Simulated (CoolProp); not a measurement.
Model: reference Helmholtz-energy equation of state, Gao 2022, in CoolProp.

**Question.** Give the vapour pressure (kPa), liquid density (kg/m³), vapour density (kg/m³), liquid cp (kJ/(kg K)) of saturated n-perfluorohexane at 343.1 K.

**Answer.** 
```json
[
 {"T (K)": "343.1", "p (kPa)": "153", "liquid density (kg/m³)": "1540", "vapour density (kg/m³)": "19.9", "liquid cp (kJ/(kg K))": "1.12"}
]
```
